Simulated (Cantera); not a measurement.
# Thermodynamics of boron, boron nitride and boron oxide, feed BF3 + N2 + H2

Charge: 1 mol BF3, 27 mol N2, 0.36 mol H2, equilibrated at 10000 Pa.

These are equilibrium values from Cantera (NASA tables, ideal gas, pure condensed phases), not measurements of a reactor. Candidate condensed phases: B, BN; 31 gas species. N2 is the only nitrogen source here; it is nearly inert below about 1500 K, so the nitride shown seldom forms there in practice. The tables' values for BF2 are old estimates; treat these amounts as uncertain. The numbers say what is thermodynamically allowed, not how fast it happens.

From 848 K to 1748 K the condensed part is BN(s). At 1823 K nothing is condensed. The main B-bearing gas is BF3 throughout. The share of B in condensed phases is highest at 1523 K (3.0 %) and lowest at 1823 K (0.0 %).

```csv
T (K),x N2,x BF3,x H2,x HF,n BN(s)
848,0.952,0.0349,0.0122,0.000966,0.00914
923,0.952,0.0348,0.0121,0.00123,0.0117
998,0.952,0.0348,0.0119,0.00152,0.0143
1073,0.952,0.0347,0.0118,0.00181,0.0170
1148,0.952,0.0346,0.0116,0.00210,0.0198
1223,0.952,0.0345,0.0115,0.00239,0.0225
1298,0.952,0.0343,0.0113,0.00268,0.0251
1373,0.952,0.0342,0.0112,0.00297,0.0274
1448,0.951,0.0341,0.0110,0.00325,0.0293
1523,0.951,0.0339,0.0109,0.00351,0.0301
1598,0.951,0.0335,0.0107,0.00376,0.0285
1673,0.951,0.0329,0.0106,0.00399,0.0222
1748,0.950,0.0317,0.0104,0.00418,0.00626
1823,0.950,0.0303,0.00976,0.00544,0
```
x: gas mole fraction; n: condensed amount in mol.
